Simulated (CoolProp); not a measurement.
Properties of n-perfluorohexane along the isobar 21.4 bar.

Computed with CoolProp (reference Helmholtz-energy equation of state, Gao 2022).

| T (°C) | phase | density (kg/m³) | cp (kJ/(kg K)) | cv (kJ/(kg K)) | isothermal compressibility (1/MPa) | fugacity coefficient |
|---|---|---|---|---|---|---|
| 88.75 | liquid | 1489 | 1.141 | 0.9345 | … | 0.1265 |
| 95.55 | liquid | 1465 | 1.152 | … | 0.007308 | 0.1486 |
| 102.25 | liquid | 1440 | 1.164 | 0.9506 | 0.008373 | 0.1726 |
| 109.05 | liquid | 1414 | 1.177 | 0.9587 | … | 0.1993 |
| 115.85 | liquid | 1386 | … | 0.9667 | 0.01142 | 0.2282 |
| 122.65 | liquid | 1357 | 1.205 | 0.9748 | 0.01361 | 0.2592 |
| 129.45 | liquid | 1326 | 1.221 | 0.9830 | 0.01652 | 0.2924 |
| 136.15 | liquid | 1293 | 1.239 | 0.9912 | 0.02043 | 0.3270 |
| 142.95 | liquid | 1256 | 1.261 | 0.9997 | 0.02604 | … |
| 149.75 | liquid | 1215 | 1.288 | 1.009 | 0.03443 | … |
| 156.55 | liquid | 1168 | 1.325 | 1.018 | 0.04788 | 0.4417 |
| 163.25 | liquid | 1114 | 1.377 | 1.028 | 0.07140 | 0.4815 |
| 170.05 | liquid | 1045 | 1.469 | 1.039 | 0.1219 | 0.5222 |
| 176.85 | supercritical | 947.9 | 1.689 | 1.053 | 0.2754 | 0.5625 |

Q: Fill in the missing entries.

A: 
- 88.75, isothermal compressibility (1/MPa): 0.006424
- 95.55, cv (kJ/(kg K)): 0.9426
- 109.05, isothermal compressibility (1/MPa): 0.009716
- 115.85, cp (kJ/(kg K)): 1.190
- 142.95, fugacity coefficient: 0.3638
- 149.75, fugacity coefficient: 0.4022
